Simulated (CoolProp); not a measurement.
Properties of ethanol at several states.

Values from CoolProp's reference Helmholtz-energy equation of state, Schroeder 2014.

```csv
T (°C),p (bar),phase,isothermal compressibility (1/MPa),expansivity (1/kK)
-73.35,1.34,liquid,[?],[?]
179.95,14.9,gas,[?],[?]
336.55,1.28,gas,7.834,1.661
18.65,2.36,liquid,[?],[?]
```

Q: What belongs in the gaps?

A: 
- -73.35, isothermal compressibility (1/MPa): 0.0006171
- -73.35, expansivity (1/kK): 1.034
- 179.95, isothermal compressibility (1/MPa): 0.8189
- 179.95, expansivity (1/kK): 4.631
- 18.65, isothermal compressibility (1/MPa): 0.001114
- 18.65, expansivity (1/kK): 1.080
